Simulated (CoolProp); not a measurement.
Neopentane along the isotherm 211.15 °C: Z from the reference equation and from simpler models built on Tc = 160.6 °C, pc = 3.196 MPa, ω = 0.196; each cubic takes its own stable root.

The numbers come from the reference Helmholtz-energy equation of state, Lemmon 2006 in CoolProp. It is a short technical equation, of lower accuracy than the large ones.

```json
[
 {"p (MPa)": "0.0152", "phase": "gas", "reference": "0.9989"},
 {"p (MPa)": "0.027", "phase": "gas", "reference": "0.9980"},
 {"p (MPa)": "0.0479", "phase": "gas", "reference": "0.9965"},
 {"p (MPa)": "0.0853", "phase": "gas", "reference": "0.9937"},
 {"p (MPa)": "0.152", "phase": "gas", "reference": "0.9887"},
 {"p (MPa)": "0.27", "phase": "gas", "reference": "0.9799"},
 {"p (MPa)": "0.479", "phase": "gas", "reference": "0.9640"},
 {"p (MPa)": "0.853", "phase": "gas", "reference": "0.9347"},
 {"p (MPa)": "1.52", "phase": "gas", "reference": "0.8796"},
 {"p (MPa)": "2.7", "phase": "gas", "reference": "0.7715"},
 {"p (MPa)": "4.79", "phase": "supercritical", "reference": "0.5449"}
]
```

Question: How far does each simpler model (van der Waals, Redlich-Kwong, Soave-Redlich-Kwong, Peng-Robinson) lie from the reference over these 11 states: mean and median of the absolute difference, and the worst?

Answer: 
- van der Waals: mean 1.2 %, median 0.1 %, worst -11.6 % at 211.15 °C and 4.79 MPa
- Redlich-Kwong: mean 0.5 %, median 0.1 %, worst -3.2 % at 211.15 °C and 4.79 MPa
- Soave-Redlich-Kwong: mean 0.6 %, median 0.0 %, worst +5.4 % at 211.15 °C and 4.79 MPa
- Peng-Robinson: mean 0.6 %, median 0.3 %, worst -2.3 % at 211.15 °C and 2.7 MPa
